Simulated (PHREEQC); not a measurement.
A column of 0.5 m (30 cells, dispersivity 0.018 m, 300 s a shift, diffusion coefficient 3e-10 m²/s) holds 0.034 eq of the database's cation exchanger X per kg of pore water, first in equilibrium with 0.0045 mol MnCl2 and 1e-05 mol HCl per kg of water. It is flushed with 0.047 mol/kgw CaCl2, 0.00053 mol/kgw ZnSO4 and 1e-05 mol/kgw HCl, at 15 °C. Values are for the last cell. No CO2 enters from the air. Nothing may precipitate in this run.

The series has 31 steps of pore volumes, from 0 to 3.017.

Equilibrium calculation in PHREEQC: ion-association model, phreeqc.dat.

Task: After how many pore volumes does Ca at the outlet first reach half of its feed value?

Result: By 1.3 pore volumes.

Task: After how many pore volumes does S at the outlet first reach half of its feed value?

Result: By 1.0 pore volumes.

Task: After how many pore volumes does Zn at the outlet first reach half of its feed value?

Result: By 1.4 pore volumes.
